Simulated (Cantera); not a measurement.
A perfectly stirred reactor is fed with 18.3 % H₂, 15.2 % O₂, 65.4 % N₂, 1.08 % H₂O, equivalence ratio 0.60, at 0.415 atm; it is held at 1275 K, and followed from long to short residence time.

Computed with Cantera and GRI-Mech 3.0 (53 species, 325 reactions). The temperature is held fixed by assumption; the heat of reaction is taken as removed at once.

Task: Predict: x(H₂) at τ = 3.70 s; x(O₂) at τ = 3.70 s; x(NO₂) at τ = 3.70 s; x(HO₂) at τ = 3.70 s; x(OH) at τ = 3.70 s; x(H₂) at τ = 0.120 s; x(O₂) at τ = 0.120 s; x(NO₂) at τ = 0.120 s; x(HO₂) at τ = 0.120 s; x(OH) at τ = 0.120 s.

Result: 
| Property | Value |
|---|---|
| x(H₂) at τ = 3.70 s | 5.47e-5 |
| x(O₂) at τ = 3.70 s | 0.0670 |
| x(NO₂) at τ = 3.70 s | 8.28e-9 |
| x(HO₂) at τ = 3.70 s | 1.55e-6 |
| x(OH) at τ = 3.70 s | 0.000172 |
| x(H₂) at τ = 0.120 s | 0.000534 |
| x(O₂) at τ = 0.120 s | 0.0670 |
| x(NO₂) at τ = 0.120 s | 1.62e-9 |
| x(HO₂) at τ = 0.120 s | 1.00e-5 |
| x(OH) at τ = 0.120 s | 0.000539 |
